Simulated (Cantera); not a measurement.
Input (Python, Cantera) and output of one run.

```python
import numpy as np
import cantera as ct

gas_names = [...]  # 109 gases of nasa_gas.yaml made of C, Cl, H, Si
cond_names = """
    C(gr) C6H6(L) C7H8(L) C8H18(L),n-octa Si(cr) Si(L) SiC(b)
""".split()


# ... load() reads the species with a 1 bar reference pressure and builds the phases ...
atoms = {
    'CH3SiCl3': {'C': 1, 'H': 3, 'Si': 1, 'CL': 3},
    'C3H8': {'C': 3, 'H': 8},
    'H2': {'H': 2},
}
top_T = {'C(gr)': 4500, 'SiC(b)': 3050}  # K; cautious upper limits of use, not melting points


# ... equilibrate(T, P, feed) seeds the gas with the atoms and calls Mixture.equilibrate('TP', solver="vcs", rtol=1e-11, max_steps=5000) ...
results = []
feed = {'CH3SiCl3': 1, 'C3H8': 0.0057, 'H2': 6}  # mol
T = 2173  # K
for P in [100, 240, 560, 1300, 3200, 7500, 18000, 42000, 100000]:
    mix = equilibrate(T, P, feed)
    results.append((T, P, feed, dict(zip(mix.species_names, mix.species_moles))))
    x = sorted(zip(gas.X, gas.species_names), reverse=True)
    print(f"T = {T:g} K  P = {P:g} Pa  gas = {mix.phase_moles(0):.4g} mol")
    print("   x: " + "  ".join(f"{s} {v:.3e}" for v, s in x if v > 1e-06))
    print("   condensed (mol): " + ("  ".join(f"{mix.phase(i).name} {mix.phase_moles(i):.4g}"
          for i in range(1, mix.n_phases) if mix.phase_moles(i) > 1e-12) or "none"))
```

It prints:

```
T = 2173 K  P = 100 Pa  gas = 10.12 mol
   x: H2 5.719e-01  HCL 2.250e-01  H 1.154e-01  CL 3.314e-02  Si 2.793e-02  SiCL2 1.733e-02  SiCL 3.624e-03  SiC2 2.419e-03  Si2C 1.492e-03  C2H2,acetylene 1.262e-03  SiH 3.117e-04  Si2 4.185e-05  SiCL3 2.145e-05  SiH2 1.481e-05  C2H 8.175e-06  C2HCL 3.091e-06  SiC 1.874e-06  C3 1.388e-06  C4H2 1.133e-06
   condensed (mol): C(gr) 0.4808  SiC(b) 0.4464
T = 2173 K  P = 240 Pa  gas = 9.646 mol
   x: H2 6.162e-01  HCL 2.470e-01  H 7.732e-02  CL 2.262e-02  SiCL2 1.939e-02  Si 1.164e-02  SiCL 2.474e-03  C2H2,acetylene 1.360e-03  SiC2 1.008e-03  Si2C 6.216e-04  SiH 2.089e-04  SiCL3 3.929e-05  Si2 1.744e-05  SiH2 1.596e-05  C2H 5.477e-06  C2HCL 3.393e-06  C4H2 1.220e-06
   condensed (mol): C(gr) 0.3129  SiC(b) 0.6523
T = 2173 K  P = 560 Pa  gas = 9.399 mol
   x: H2 6.427e-01  HCL 2.606e-01  H 5.169e-02  SiCL2 2.069e-02  CL 1.530e-02  Si 4.987e-03  SiCL 1.673e-03  C2H2,acetylene 1.418e-03  SiC2 4.319e-04  Si2C 2.664e-04  SiH 1.396e-04  SiCL3 6.617e-05  SiH2 1.664e-05  Si2 7.472e-06  C2H 3.662e-06  C2HCL 3.579e-06  C4H2 1.273e-06
   condensed (mol): C(gr) 0.248  SiC(b) 0.7316
T = 2173 K  P = 1300 Pa  gas = 9.257 mol
   x: H2 6.593e-01  HCL 2.693e-01  H 3.436e-02  SiCL2 2.154e-02  CL 1.024e-02  Si 2.148e-03  C2H2,acetylene 1.455e-03  SiCL 1.120e-03  SiC2 1.861e-04  Si2C 1.148e-04  SiCL3 1.071e-04  SiH 9.282e-05  SiH2 1.707e-05  C2HCL 3.699e-06  Si2 3.219e-06  C2H 2.434e-06  CH3 1.581e-06  CH4 1.576e-06  C4H2 1.305e-06
   condensed (mol): C(gr) 0.221  SiC(b) 0.7645
T = 2173 K  P = 3200 Pa  gas = 9.166 mol
   x: H2 6.705e-01  HCL 2.752e-01  SiCL2 2.211e-02  H 2.209e-02  CL 6.616e-03  C2H2,acetylene 1.480e-03  Si 8.727e-04  SiCL 7.236e-04  SiCL3 1.748e-04  SiC2 7.558e-05  SiH 5.966e-05  Si2C 4.662e-05  SiH2 1.737e-05  CH4 4.012e-06  C2HCL 3.779e-06  CH3 2.544e-06  SiHCL3 1.623e-06  C2H 1.565e-06  C4H2 1.328e-06  Si2 1.308e-06  SiCL4 1.246e-06
   condensed (mol): C(gr) 0.2091  SiC(b) 0.7788
T = 2173 K  P = 7500 Pa  gas = 9.114 mol
   x: H2 6.773e-01  HCL 2.786e-01  SiCL2 2.244e-02  H 1.450e-02  CL 4.353e-03  C2H2,acetylene 1.495e-03  SiCL 4.762e-04  Si 3.723e-04  SiCL3 2.735e-04  SiH 3.917e-05  SiC2 3.225e-05  Si2C 1.989e-05  SiH2 1.754e-05  CH4 9.595e-06  CH3 3.955e-06  SiHCL3 3.908e-06  C2HCL 3.827e-06  SiCL4 3.007e-06  C4H2 1.341e-06  SiH2CL2 1.030e-06  C2H 1.027e-06
   condensed (mol): C(gr) 0.2048  SiC(b) 0.784
T = 2173 K  P = 18000 Pa  gas = 9.079 mol
   x: H2 6.819e-01  HCL 2.807e-01  SiCL2 2.262e-02  H 9.392e-03  CL 2.822e-03  C2H2,acetylene 1.505e-03  SiCL3 4.289e-04  SiCL 3.086e-04  Si 1.551e-04  SiH 2.537e-05  CH4 2.334e-05  SiH2 1.766e-05  SiC2 1.344e-05  SiHCL3 9.525e-06  Si2C 8.288e-06  SiCL4 7.335e-06  CH3 6.189e-06  C2HCL 3.855e-06  SiH2CL2 2.508e-06  C4H2 1.350e-06
   condensed (mol): C(gr) 0.2034  SiC(b) 0.7857
T = 2173 K  P = 42000 Pa  gas = 9.057 mol
   x: H2 6.850e-01  HCL 2.817e-01  SiCL2 2.268e-02  H 6.163e-03  CL 1.850e-03  C2H2,acetylene 1.512e-03  SiCL3 6.578e-04  SiCL 2.023e-04  Si 6.649e-05  CH4 5.496e-05  SiHCL3 2.236e-05  SiH2 1.774e-05  SiCL4 1.720e-05  SiH 1.665e-05  CH3 9.518e-06  SiH2CL2 5.894e-06  SiC2 5.759e-06  C2HCL 3.869e-06  Si2C 3.552e-06  C4H2 1.356e-06  C2H4 1.204e-06
   condensed (mol): C(gr) 0.2035  SiC(b) 0.7854
T = 2173 K  P = 100000 Pa  gas = 9.04 mol
   x: H2 6.873e-01  HCL 2.819e-01  SiCL2 2.263e-02  H 4.001e-03  C2H2,acetylene 1.517e-03  CL 1.197e-03  SiCL3 1.012e-03  CH4 1.317e-04  SiCL 1.310e-04  SiHCL3 5.316e-05  SiCL4 4.078e-05  Si 2.793e-05  SiH2 1.780e-05  CH3 1.476e-05  SiH2CL2 1.405e-05  SiH 1.081e-05  C2HCL 3.871e-06  C2H4 2.887e-06  SiC2 2.419e-06  Si2C 1.492e-06  C4H2 1.361e-06  SiH3CL 1.191e-06
   condensed (mol): C(gr) 0.2045  SiC(b) 0.7836
```

Cantera equilibrium calculation (NASA polynomials, part measured and part estimated; ideal gas, pure solids and liquids). The feed counts by its element totals alone. The tables' values for SiCl, SiCl3 are old estimates; treat these amounts as uncertain. Gases not in the tables: Si2H6 and higher silanes.
